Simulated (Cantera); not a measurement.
Predominance diagram of V at 1475 K against the partial pressures of O₂ and N₂ (log10, bar). Standard-state values (1 bar) from the NASA 1993 polynomials, evaluated with Cantera. Candidates: V(s), VN(s), VO(s), V₂O₃(s), V₂O₄(s), V₂O₅(l). Only these pure phases compete in this equilibrium. VN, VO: taken at fixed stoichiometry. Not in the tables: V₃O₅ to V₆O₁₃, V₂N.

### Question
Which phase is stable at these pairs, and which metal-bearing vapour leads over it? (-6, -13.3); (-8, -11.7); (-2, -5); (-6, 0); (-13, -11.7); (-7, -5); (-4, -13.3)

### Answer
```csv
log p(O₂),log p(N₂),phase,chief vapour,log p (bar)
-6,-13.3,V₂O₄(s),VO₂,-7.3
-8,-11.7,V₂O₃(s),VO₂,-7.5
-2,-5,V₂O₄(s),VO₂,-7.3
-6,0,V₂O₄(s),VO₂,-7.3
-13,-11.7,V₂O₃(s),VO₂,-8.8
-7,-5,V₂O₃(s),VO₂,-7.3
-4,-13.3,V₂O₄(s),VO₂,-7.3
```
